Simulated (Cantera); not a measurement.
Feed: 1 mol MgSO4, 2.3 mol H2O, at 1725 K and 1000 Pa.

These are equilibrium values from Cantera (NASA tables, ideal gas, pure condensed phases), not measurements of a reactor. Candidate condensed phases: H2O, H2SO4, Mg, MgO, Mg(OH)2, MgS, MgSO4, S; 26 gas species. Equilibrium is a limit: real reactors are often held back by kinetics, nucleation or transport.

Base state: H2O 0.603, SO2 0.263, O2 0.131, OH 0.00296, H2 0.000433, O 0.000210, SO3 0.000131, SO 5.99e-5 (mole fractions); condensed: MgO(s).

Task: What changes in the equilibrium state with this change: temperature from 1725 K to 1650 K?

Result: 
| species | before | after |
|---|---|---|
| H2O | 0.603 | 0.604 |
| SO2 | 0.263 | 0.263 |
| O2 | 0.131 | 0.131 |
| OH | 0.00296 | 0.00177 |
| H | 3.86e-5 | 1.27e-5 |
| SO | 5.99e-5 | 2.30e-5 |
| O | 0.000210 | 9.37e-5 |
| MgO(s), mol | 1.000 | 1.000 |

Task: What changes in the equilibrium state with this change: MgSO4 replaced by Ca(OH)2?

Result: 
```json
[
 {"species": "H2O", "before": "0.603", "after": "0.991"},
 {"species": "H2", "before": "0.000433", "after": "0.00533"},
 {"species": "O2", "before": "0.131", "after": "0.00234"},
 {"species": "SO2", "before": "0.263", "after": "0"},
 {"species": "SO3", "before": "0.000131", "after": "0"},
 {"species": "SO", "before": "5.99e-5", "after": "0"},
 {"species": "O", "before": "0.000210", "after": "2.81e-5"},
 {"species": "MgO(s), mol", "before": "1.000", "after": "0"},
 {"species": "CaO(s), mol", "before": "0", "after": "1.000"}
]
```
Further candidate phases: Ca, CaO, Ca(OH)2.
